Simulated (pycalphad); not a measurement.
Computed with pycalphad from the COST 507 light-alloy database (1999), at 1 atm. These are 1990s assessments: newer ones move some temperatures and phases. Phase fractions are per mole of atoms. Diffusion is slow at the low end, where real alloys seldom reach equilibrium.

Q: Give the equilibrium state of Al-83.3C (at.%) at 2750 K.

A: 
```
T = 2750.00 K, P = 101325 Pa, N = 1 mol of atoms
G = -102860 J/mol, H = 71408 J/mol, S = 63.37 J/(mol K)  (SER reference)
chemical potentials (J/mol): Al -218153, C -79746
phase             fraction      x(Al)       x(C)
GRAPHITE            0.7550       none     1.0000
LIQUID              0.2450     0.6818     0.3182
```

Q: Give the equilibrium state of Al-83.3C (at.%) at 850 K.

A: 
```
T = 850.00 K, P = 101325 Pa, N = 1 mol of atoms
G = -20839 J/mol, H = 464 J/mol, S = 25.06 J/(mol K)  (SER reference)
chemical potentials (J/mol): Al -78676, C -9243
phase             fraction      x(Al)       x(C)
GRAPHITE            0.7077       none     1.0000
AL4C3               0.2923     0.5714     0.4286
```

Database names, with the compositions (at.%) that they take in these runs: AL4C3: Al 57 C 43. An entry "none" or "no" means that the model of the phase leaves that element out.
